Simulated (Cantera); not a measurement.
**Hydrogen reduction and annealing atmospheres: SiO2 + H2**

Charge: 1 mol SiO2, 560 mol H2, equilibrated at 15.0 Pa.

Equilibrium computed with Cantera from the NASA thermochemical tables; the gas is ideal and each condensed phase is pure. Candidate condensed phases: H2O, Si, SiO2; 18 gas species. The tables hold silica as quartz up to 1696 K and as liquid above; real silica turns to tridymite and cristobalite and melts near 1996 K. The numbers say what is thermodynamically allowed, not how fast it happens.

From 1350 K to 1450 K the condensed part is SiO2(β-quartz). From 1500 K to 2000 K nothing is condensed. The main Si-bearing gas is SiO throughout.

```json
[
 {"T (K)": "1350", "x H2": "0.999", "x H": "0.000195", "x SiO": "0.000301", "x H2O": "0.000301", "x OH": "9.52e-10", "n SiO2(β-quartz)": "0.831"},
 {"T (K)": "1400", "x H2": "0.998", "x H": "0.000397", "x SiO": "0.000715", "x H2O": "0.000715", "x OH": "5.65e-9", "n SiO2(β-quartz)": "0.599"},
 {"T (K)": "1450", "x H2": "0.996", "x H": "0.000771", "x SiO": "0.00160", "x H2O": "0.00160", "x OH": "2.96e-8", "n SiO2(β-quartz)": "0.105"},
 {"T (K)": "1500", "x H2": "0.995", "x H": "0.00143", "x SiO": "0.00178", "x H2O": "0.00178", "x OH": "7.33e-8", "n SiO2(β-quartz)": "0"},
 {"T (K)": "1550", "x H2": "0.994", "x H": "0.00256", "x SiO": "0.00178", "x H2O": "0.00178", "x OH": "1.54e-7", "n SiO2(β-quartz)": "0"},
 {"T (K)": "1600", "x H2": "0.992", "x H": "0.00442", "x SiO": "0.00178", "x H2O": "0.00178", "x OH": "3.10e-7", "n SiO2(β-quartz)": "0"},
 {"T (K)": "1650", "x H2": "0.989", "x H": "0.00738", "x SiO": "0.00178", "x H2O": "0.00178", "x OH": "5.98e-7", "n SiO2(β-quartz)": "0"},
 {"T (K)": "1700", "x H2": "0.985", "x H": "0.0119", "x SiO": "0.00177", "x H2O": "0.00177", "x OH": "1.11e-6", "n SiO2(β-quartz)": "0"},
 {"T (K)": "1750", "x H2": "0.978", "x H": "0.0188", "x SiO": "0.00177", "x H2O": "0.00176", "x OH": "1.99e-6", "n SiO2(β-quartz)": "0"},
 {"T (K)": "1800", "x H2": "0.968", "x H": "0.0288", "x SiO": "0.00176", "x H2O": "0.00175", "x OH": "3.44e-6", "n SiO2(β-quartz)": "0"},
 {"T (K)": "1850", "x H2": "0.954", "x H": "0.0430", "x SiO": "0.00174", "x H2O": "0.00174", "x OH": "5.78e-6", "n SiO2(β-quartz)": "0"},
 {"T (K)": "1900", "x H2": "0.934", "x H": "0.0626", "x SiO": "0.00173", "x H2O": "0.00172", "x OH": "9.46e-6", "n SiO2(β-quartz)": "0"},
 {"T (K)": "1950", "x H2": "0.907", "x H": "0.0892", "x SiO": "0.00170", "x H2O": "0.00169", "x OH": "1.51e-5", "n SiO2(β-quartz)": "0"},
 {"T (K)": "2000", "x H2": "0.873", "x H": "0.124", "x SiO": "0.00167", "x H2O": "0.00165", "x OH": "2.34e-5", "n SiO2(β-quartz)": "0"}
]
```
x: gas mole fraction; n: condensed amount in mol.
